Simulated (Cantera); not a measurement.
An isothermal, constant-pressure homogeneous reactor starts with NH3 : N2 = 1 : 0.91 (molar parts), at 1750 K and 1.00 bar.

Cantera simulation using the gas-phase N/H chemistry of the illustrative SiF4/NH3 mechanism in the Surface Chemkin manual (1991); the numbers are that mechanism's predictions, not measurements. Walls and surfaces, which speed up NH3 decomposition in real reactors, are not modelled.

Task: Predict: x(NH3) at 10.0 s; x(H) at 10.0 s; x(H2) at 10.0 s; x(NH2) at 10.0 s; x(N) at 10.0 s.

Result: 
| Property | Result |
|---|---|
| x(NH3) at 10.0 s | 0.00989 (gas-phase equilibrium 8.29e-6) |
| x(H) at 10.0 s | 0.000157 (gas-phase equilibrium 0.000168) |
| x(H2) at 10.0 s | 0.506 (gas-phase equilibrium 0.515) |
| x(NH2) at 10.0 s | 8.01e-6 (gas-phase equilibrium 7.05e-9) |
| x(N) at 10.0 s | 1.04e-8 (gas-phase equilibrium 1.02e-11) |
